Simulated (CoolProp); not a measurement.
CH2F2 (R32) at several states: density (kg/m³) from the reference equation and from simpler models built on Tc = 351.3 K, pc = 5783 kPa, ω = 0.277; each cubic takes its own stable root.

Values from CoolProp's reference Helmholtz-energy equation of state, Tillner-Roth 1997.

```tsv
T (K)	p (kPa)	phase	reference
209.9	69.4	liquid	1244
421.6	261	gas	3.909
267.7	250	gas	6.133
212.5	176	liquid	1238
328.5	364	gas	7.160
404.2	50.1	gas	0.7771
```

Question: How far does each simpler model (Redlich-Kwong, Soave-Redlich-Kwong) lie from the reference over these 6 states: mean and median of the absolute difference, and the worst?

Answer: 
- Redlich-Kwong: mean 21.1 %, median 1.0 %, worst -99.8 % at 209.9 K and 69.4 kPa
- Soave-Redlich-Kwong: mean 7.7 %, median 0.8 %, worst -22.2 % at 209.9 K and 69.4 kPa

At some of these states Redlich-Kwong gives the other phase, because its saturation line lies elsewhere.
